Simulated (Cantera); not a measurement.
Charge: 1 mol SiHCl3, 3.8 mol HCl, a varied amount of H2, at 1573 K and 1.90 mbar.

Cantera equilibrium calculation (NASA polynomials, part measured and part estimated; ideal gas, pure solids and liquids). Candidate condensed phases: Si; 19 gas species. Rates play no part.

Which condensed phases are stable at each of these points (n(H2) (mol)): 29, 97, 160, 230, 300, 370, 440, 500, 570?


| n(H2) (mol) | condensed phases | Si condensed (%) |
|---|---|---|
| 29 | gas only | 0.0 |
| 97 | Si(s) | 10.9 |
| 160 | Si(s) | 34.7 |
| 230 | Si(s) | 49.2 |
| 300 | Si(s) | 58.1 |
| 370 | Si(s) | 64.1 |
| 440 | Si(s) | 68.4 |
| 500 | Si(s) | 71.3 |
| 570 | Si(s) | 73.9 |

At 29 mol H2 nothing is condensed. From 97 mol H2 to 570 mol H2 the condensed part is Si(s).
